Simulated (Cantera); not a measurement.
An adiabatic, constant-pressure homogeneous reactor starts with 24.2 % H2, 11.0 % O2, 64.8 % N2, at 1125 K and 200000 Pa.

Model: GRI-Mech 3.0 (53 species, 325 reactions), integrated in Cantera.

x: mole fraction; the columns are a selection and need not sum to one.

```json
[
 {"t (s)": "3.00e-6", "T (K)": "1125", "x H2": "0.242", "x O2": "0.110", "x NO": "<1e-12", "x NO2": "<1e-12", "x H": "2.88e-9"},
 {"t (s)": "8.95e-6", "T (K)": "1125", "x H2": "0.242", "x O2": "0.110", "x NO": "<1e-12", "x NO2": "<1e-12", "x H": "2.05e-8"},
 {"t (s)": "2.67e-5", "T (K)": "1125", "x H2": "0.242", "x O2": "0.110", "x NO": "<1e-12", "x NO2": "<1e-12", "x H": "1.68e-6"},
 {"t (s)": "7.97e-5", "T (K)": "2168", "x H2": "0.0473", "x O2": "0.0119", "x NO": "…", "x NO2": "5.06e-9", "x H": "0.0292"},
 {"t (s)": "0.000238", "T (K)": "2536", "x H2": "0.0335", "x O2": "0.00325", "x NO": "…", "x NO2": "2.21e-8", "x H": "0.00632"},
 {"t (s)": "0.000709", "T (K)": "2577", "x H2": "0.0311", "x O2": "0.00210", "x NO": "…", "x NO2": "5.01e-8", "x H": "0.00443"},
 {"t (s)": "0.00212", "T (K)": "2576", "x H2": "0.0314", "x O2": "0.00200", "x NO": "…", "x NO2": "1.15e-7", "x H": "0.00438"},
 {"t (s)": "0.00631", "T (K)": "2572", "x H2": "0.0319", "x O2": "0.00186", "x NO": "…", "x NO2": "2.14e-7", "x H": "0.00434"},
 {"t (s)": "0.0188", "T (K)": "2570", "x H2": "0.0321", "x O2": "0.00181", "x NO": "0.00230", "x NO2": "2.49e-7", "x H": "0.00433"},
 {"t (s)": "0.0562", "T (K)": "2570", "x H2": "0.0321", "x O2": "0.00181", "x NO": "0.00231", "x NO2": "2.50e-7", "x H": "0.00433"},
 {"t (s)": "0.168", "T (K)": "2570", "x H2": "0.0321", "x O2": "0.00181", "x NO": "0.00231", "x NO2": "2.50e-7", "x H": "0.00433"},
 {"t (s)": "0.500", "T (K)": "2570", "x H2": "0.0321", "x O2": "0.00181", "x NO": "0.00231", "x NO2": "2.50e-7", "x H": "0.00433"}
]
```

Question: Fill in the missing entries.

Answer: 
- 7.97e-5, x NO: 4.88e-5
- 0.000238, x NO: 0.000188
- 0.000709, x NO: 0.000433
- 0.00212, x NO: 0.00102
- 0.00631, x NO: 0.00195
